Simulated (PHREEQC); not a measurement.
Solution (25 °C): 0.15 mol NaF per kg of water. Closed to the air; pH follows from the charge balance.

The numbers come from PHREEQC with the ion-association model, phreeqc.dat.

```json
[
 {"quantity": "pH", "before": "8.12", "after": "4.49"},
 {"quantity": "ionic strength (mol/kgw)", "before": "0.144", "after": "0.144"},
 {"quantity": "F- (mol/kgw)", "before": "0.144", "after": "0.135"},
 {"quantity": "Na+ (mol/kgw)", "before": "0.144", "after": "0.144"},
 {"quantity": "NaF (mol/kgw)", "before": "0.00644", "after": "0.00605"},
 {"quantity": "HF (mol/kgw)", "before": "1.16e-6", "after": "0.00460"}
]
```

Question: What was changed between the two runs?
A. 0.018 mol/kgw NaHCO3 added
B. 0.19 mol/kgw NaCl added
C. diluted 2-fold with water
D. diluted 10-fold with water
E. 0.007 mol/kgw HNO3 added

Answer: E, 0.007 mol/kgw HNO3 added

No solid was allowed to form.
